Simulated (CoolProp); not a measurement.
A single-stage vapour-compression cycle with ethanol: evaporating at 311.15 K (dew point), condensing at 331.15 K (bubble point), superheat 0 K, subcooling 0 K, compressor efficiency 0.65, no pressure losses. Each further row changes one setting.

Values from CoolProp's reference Helmholtz-energy equation of state, Schroeder 2014.

| case | cooling COP | pressure ratio | discharge temperature (K) | refrigerating effect (kJ/kg) | volumetric capacity (kJ/m³) |
|---|---|---|---|---|---|
| as stated | (withheld) | 2.65 | 368.5 | 853 | 247 |
| evaporating temperature 316.15 K | 13.2 | (withheld) | 358.6 | (withheld) | 318 |
| condensing temperature 326.15 K | (withheld) | 2.10 | 355.0 | 867 | 251 |
| subcooling 5 K | 9.80 | 2.65 | 368.5 | 867 | 251 |
| superheat 10 K | (withheld) | 2.65 | 379.0 | (withheld) | 243 |
| compressor efficiency 0.55 | (withheld) | 2.65 | 377.9 | 853 | 247 |

### Question
Complete the blanks.

### Answer

- as stated, cooling COP: 9.65
- evaporating temperature 316.15 K, pressure ratio: 2.05
- evaporating temperature 316.15 K, refrigerating effect (kJ/kg): 860
- condensing temperature 326.15 K, cooling COP: 13.0
- superheat 10 K, cooling COP: 9.51
- superheat 10 K, refrigerating effect (kJ/kg): 868
- compressor efficiency 0.55, cooling COP: 8.17
